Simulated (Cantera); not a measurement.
Feed: 1 mol SiH4, 48 mol N2, equilibrated at 500 °C and 75.0 Torr.

These are equilibrium values from Cantera (NASA tables, ideal gas, pure condensed phases), not measurements of a reactor. Candidate condensed phases: Si, Si3N4; 18 gas species. N2 is the only nitrogen source here; it is nearly inert below about 1500 K, so the nitride shown seldom forms there in practice. Rates play no part.

Question: What is the equilibrium state?

Answer: 
- x(N2) = 0.959
- x(H2) = 0.0405
- x(NH3) = 3.17e-6
- n(Si3N4(s)) = 0.333 mol
- gas amount = 49.33 mol
- log10 activity of Si(s) (absent) = -10.33
